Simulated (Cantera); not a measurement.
A closed system holds: 1 mol PbO, 0.29 mol CO, 8.2 mol H2, held at 3600 Pa.

Equilibrium computed with Cantera from the NASA thermochemical tables; the gas is ideal and each condensed phase is pure. Candidate condensed phases: C, C6H6, C7H8, C8H18, H2O, Pb, PbO, PbO2, Pb3O4; 113 gas species. The numbers say what is thermodynamically allowed, not how fast it happens. All values below are at 1425 K.

Base state: H2 0.760, Pb 0.105, H2O 0.104, CO 0.0288, CO2 0.00173, H 3.14e-5 (mole fractions); condensed: gas only.

Task: What changes in the equilibrium state with this change: CO from 0.29 to 2.7 mol?

Result: 
```csv
species,before,after
H2,0.760,0.616
CO,0.0288,0.216
Pb,0.105,0.0840
H2O,0.104,0.0728
CO2,0.00173,0.0112
H,3.14e-5,2.82e-5
```
